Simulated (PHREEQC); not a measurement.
Dissolve 0.0016 mol/kgw H2SO4 and 0.0015 mol/kgw Al2(SO4)3 at 25 °C. Closed to the air; pH follows from the charge balance.

All values are PHREEQC results (ion-association model, wateq4f.dat), not measurements.

```csv
quantity,before,after
pH,2.62,4.21
ionic strength (mol/kgw),0.0123,0.0138
SO4-2 (mol/kgw),0.00315,0.00340
HSO4- (mol/kgw),0.000533,1.44e-5
```

Task: Which change was made?
(A) Al2(SO4)3 from 0.0015 to 0.00075 mol/kgw
(B) H2SO4 replaced by FeSO4 at the same molality
(C) Al2(SO4)3 left out
(D) Al2(SO4)3 from 0.0015 to 0.00225 mol/kgw
(E) temperature from 25 to 85 °C

Result: B, H2SO4 replaced by FeSO4 at the same molality

Precipitation was switched off in this run. Some of these states are supersaturated (in Basaluminite, Gibbsite (slow to form), for instance).
